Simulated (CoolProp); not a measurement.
Vapour-liquid equilibrium of R13 (1) + n-butane (2) at 269.9 K; x and y are mole fractions of (1).

Model: multi-fluid Helmholtz-energy mixture model, Platzer 1990 and Bücker 2006; pair parameters Bell 2016, in CoolProp. This equation is an older, rougher fit; its heat capacities, sound speeds and derivatives of the liquid may be far off and weren't checked against measurements.

```json
[
 {"x": "0.05", "bubble pressure, mixture model (MPa)": "…", "bubble pressure, Raoult's law (MPa)": "0.1772", "y, mixture model": "…", "y, Raoult's law": "0.512"},
 {"x": "0.2", "bubble pressure, mixture model (MPa)": "0.5777", "bubble pressure, Raoult's law (MPa)": "0.4355", "y, mixture model": "…", "y, Raoult's law": "0.833"},
 {"x": "0.35", "bubble pressure, mixture model (MPa)": "…", "bubble pressure, Raoult's law (MPa)": "0.6939", "y, mixture model": "0.898", "y, Raoult's law": "0.915"},
 {"x": "0.5", "bubble pressure, mixture model (MPa)": "1.043", "bubble pressure, Raoult's law (MPa)": "0.9522", "y, mixture model": "0.925", "y, Raoult's law": "0.952"},
 {"x": "0.65", "bubble pressure, mixture model (MPa)": "…", "bubble pressure, Raoult's law (MPa)": "1.210", "y, mixture model": "0.945", "y, Raoult's law": "0.974"},
 {"x": "0.8", "bubble pressure, mixture model (MPa)": "…", "bubble pressure, Raoult's law (MPa)": "1.469", "y, mixture model": "0.964", "y, Raoult's law": "0.988"},
 {"x": "0.95", "bubble pressure, mixture model (MPa)": "…", "bubble pressure, Raoult's law (MPa)": "1.727", "y, mixture model": "…", "y, Raoult's law": "0.997"}
]
```

Q: Some entries are withheld; supply them.

A: 
- 0.05, bubble pressure, mixture model (MPa): 0.2328
- 0.05, y, mixture model: 0.608
- 0.2, y, mixture model: 0.846
- 0.35, bubble pressure, mixture model (MPa): 0.8346
- 0.65, bubble pressure, mixture model (MPa): 1.236
- 0.8, bubble pressure, mixture model (MPa): 1.446
- 0.95, bubble pressure, mixture model (MPa): 1.707
- 0.95, y, mixture model: 0.989

The largest gap from Raoult's law is +32.7 % in bubble pressure, at x = 0.2. No azeotrope shows between x = 0.05 and 0.95.

The pair parameters rest on a limited set of measurements; away from them the model extrapolates. The gap from Raoult's law changes sign with composition, which may be real or a fault of the pair parameters; it wasn't checked against measurements.
